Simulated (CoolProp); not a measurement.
Properties of R113 at several states (Tc = 214.1 °C, pc = 3.392 MPa, ω = 0.253).

The numbers come from the reference Helmholtz-energy equation of state, Marx 1992 in CoolProp.

```json
[
 {"T (°C)": "101.65", "p (MPa)": "0.0392", "phase": "gas", "cp (kJ/(kg K))": "0.7242", "speed of sound (m/s)": "132.1", "isothermal compressibility (1/MPa)": "25.75", "expansivity (1/kK)": "2.748", "fugacity coefficient": "0.9910"},
 {"T (°C)": "172.65", "p (MPa)": "4.5", "phase": "liquid", "cp (kJ/(kg K))": "1.120", "speed of sound (m/s)": "296.6", "isothermal compressibility (1/MPa)": "0.01399", "expansivity (1/kK)": "3.497", "fugacity coefficient": "0.3436"},
 {"T (°C)": "215.85", "p (MPa)": "0.73", "phase": "gas", "cp (kJ/(kg K))": "0.8259", "speed of sound (m/s)": "141.4", "isothermal compressibility (1/MPa)": "1.488", "expansivity (1/kK)": "2.646", "fugacity coefficient": "0.9293"},
 {"T (°C)": "-11.25", "p (MPa)": "3.05", "phase": "liquid", "cp (kJ/(kg K))": "0.8848", "speed of sound (m/s)": "835.8", "isothermal compressibility (1/MPa)": "0.001198", "expansivity (1/kK)": "1.362", "fugacity coefficient": "0.003235"},
 {"T (°C)": "-13.05", "p (MPa)": "0.7", "phase": "liquid", "cp (kJ/(kg K))": "0.8851", "speed of sound (m/s)": "831.7", "isothermal compressibility (1/MPa)": "0.001215", "expansivity (1/kK)": "1.384", "fugacity coefficient": "0.01132"},
 {"T (°C)": "195.95", "p (MPa)": "1.98", "phase": "gas", "cp (kJ/(kg K))": "0.9813", "speed of sound (m/s)": "109.2", "isothermal compressibility (1/MPa)": "0.7882", "expansivity (1/kK)": "6.603", "fugacity coefficient": "0.7810"}
]
```
